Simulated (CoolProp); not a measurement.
Values from CoolProp's reference Helmholtz-energy equation of state, Span 1996.

**Question.** For carbon dioxide, give the phase and the isothermal compressibility (1/MPa), expansivity (1/kK), viscosity (µPa s) at -21.35 °C and 9.1 bar; 50.35 °C and 9.1 bar.

**Answer.** 
- -21.35 °C and 9.1 bar: gas; isothermal compressibility 1.21, expansivity 5.32, viscosity 12.7
- 50.35 °C and 9.1 bar: gas; isothermal compressibility 1.14, expansivity 3.48, viscosity 16.2

Viscosity comes from a separate model (Laesecke 2017).
